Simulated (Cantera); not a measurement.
Hydrogen reduction and annealing atmospheres: TiO2 + H2

Charge: 1 mol TiO2, 1100 mol H2, held at 0.615 Torr.

Cantera equilibrium calculation (NASA polynomials, part measured and part estimated; ideal gas, pure solids and liquids). Candidate condensed phases: H2O, Ti, TiO, TiO2, Ti2O3, Ti3O5, Ti4O7; 12 gas species. Mutual solubility and eutectic melting of coexisting phases are not modelled. Condensed phases not in the tables: Magnéli phases beyond Ti4O7. Kinetics and transport are ignored.

At 1000 K the condensed part is TiO2(rutile) + Ti4O7(s). From 1100 K to 1200 K the condensed part is Ti4O7(s). From 1300 K to 1400 K the condensed part is Ti3O5(s). At 1500 K the condensed part is Ti2O3(s) + Ti3O5(s). From 1600 K to 2000 K the condensed part is Ti2O3(s). At 2100 K nothing is condensed.

```tsv
T (K)	x H2	x H	x H2O	x TiO	x TiO2	x Ti	x OH	n TiO2(rutile)	n Ti4O7(s)	n Ti3O5(s)	n Ti2O3(s)
1000	1.000	7.92e-8	7.40e-5	<1e-12	<1e-12	<1e-12	<1e-12	0.674	0.0815	0	0
1100	1.000	9.03e-7	0.000227	<1e-12	<1e-12	<1e-12	<1e-12	0	0.250	0	0
1200	1.000	6.89e-6	0.000227	<1e-12	<1e-12	<1e-12	1.25e-11	0	0.250	0	0
1300	1.000	3.86e-5	0.000303	<1e-12	<1e-12	<1e-12	1.53e-10	0	0	0.333	0
1400	1.000	0.000170	0.000303	3.71e-11	1.38e-11	<1e-12	1.02e-9	0	0	0.333	0
1500	0.999	0.000614	0.000340	1.69e-9	3.77e-10	3.36e-12	5.97e-9	0	0	0.252	0.122
1600	0.998	0.00190	0.000454	3.96e-8	6.82e-9	1.39e-10	3.38e-8	0	0	0	0.500
1700	0.994	0.00513	0.000454	7.15e-7	7.64e-8	5.34e-9	1.21e-7	0	0	0	0.500
1800	0.987	0.0124	0.000456	9.23e-6	6.50e-7	1.33e-7	3.79e-7	0	0	0	0.494
1900	0.972	0.0273	0.000491	8.65e-5	4.56e-6	2.09e-6	1.13e-6	0	0	0	0.448
2000	0.944	0.0552	0.000717	0.000545	3.07e-5	1.51e-5	4.19e-6	0	0	0	0.166
2100	0.895	0.103	0.000838	0.000792	4.03e-5	2.91e-5	1.15e-5	0	0	0	0
```
x: gas mole fraction; n: condensed amount in mol.
